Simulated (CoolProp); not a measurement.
Vapour-liquid equilibrium of CH2F2 (R32) (1) + dimethyl ether (2) at 281 K; x and y are mole fractions of (1).

The numbers come from the multi-fluid Helmholtz-energy mixture model, Tillner-Roth 1997 and Wu 2011; pair parameters Bell 2016 in CoolProp.

Problem. Give the bubble pressure and the first vapour's composition at x = 0.15, 0.35, 0.65. Is there an azeotrope?

Solution. x = 0.15: 0.4385 MPa, y = 0.311; x = 0.35: 0.5754 MPa, y = 0.587; x = 0.65: 0.7898 MPa, y = 0.827. No azeotrope shows between x = 0.05 and 0.95.

The pair parameters rest on a limited set of measurements; away from them the model extrapolates.
